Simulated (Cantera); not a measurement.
An isothermal, constant-pressure homogeneous reactor starts with CH₄ : H₂ : O₂ = 0.046 : 1 : 0.01 (molar parts), at 2523 K and 23.3 Torr.

Model: GRI-Mech 3.0 (53 species, 325 reactions), integrated in Cantera. GRI-Mech 3.0 stops at C3 and has no aromatics, soot or wall deposition, so with more carbon than oxygen in the feed, carbon stays in small species such as C2H2 where larger ones or solid carbon would form. Radical loss at walls, strong at low pressure, is not modelled.

x: mole fraction; the columns are a selection and need not sum to one.

```tsv
t (s)	x CH₄	x H₂	x O₂	x C₂H	x CO₂	x H₂O
6.00e-6	0.0431	0.946	0.00944	<1e-12	(withheld)	1.99e-5
1.42e-5	0.0425	0.946	0.00937	2.89e-12	(withheld)	0.000127
3.34e-5	0.0409	0.943	0.00904	3.66e-10	(withheld)	0.000730
7.89e-5	0.0367	0.937	0.00736	4.58e-8	(withheld)	0.00391
0.000186	0.0264	0.922	0.00208	3.18e-6	(withheld)	0.0137
0.000440	0.0139	0.921	1.44e-5	2.17e-5	(withheld)	0.0168
0.00104	0.00484	0.924	1.76e-8	4.26e-5	(withheld)	0.0157
0.00245	0.00140	0.922	1.95e-8	5.64e-5	(withheld)	0.0137
0.00578	0.000667	0.917	1.43e-8	6.17e-5	(withheld)	0.00965
0.0136	0.000320	0.910	3.42e-9	6.28e-5	(withheld)	0.00375
0.0322	6.57e-5	0.893	2.43e-11	7.33e-5	(withheld)	0.000232
0.0760	6.69e-6	0.866	<1e-12	0.000101	8.13e-11	2.58e-8
0.179	3.76e-6	0.838	<1e-12	0.000130	3.52e-11	1.10e-8
0.424	3.18e-6	0.828	<1e-12	0.000140	2.99e-11	9.30e-9
1.00	3.15e-6	0.828	<1e-12	0.000140	2.97e-11	9.23e-9
```

**Question.** Some entries are withheld; supply them.

**Answer.** 
- 6.00e-6, x CO₂: 1.96e-9
- 1.42e-5, x CO₂: 3.21e-8
- 3.34e-5, x CO₂: 5.34e-7
- 7.89e-5, x CO₂: 7.47e-6
- 0.000186, x CO₂: 4.20e-5
- 0.000440, x CO₂: 2.64e-5
- 0.00104, x CO₂: 6.81e-6
- 0.00245, x CO₂: 9.21e-6
- 0.00578, x CO₂: 1.32e-5
- 0.0136, x CO₂: 9.08e-6
- 0.0322, x CO₂: 7.15e-7
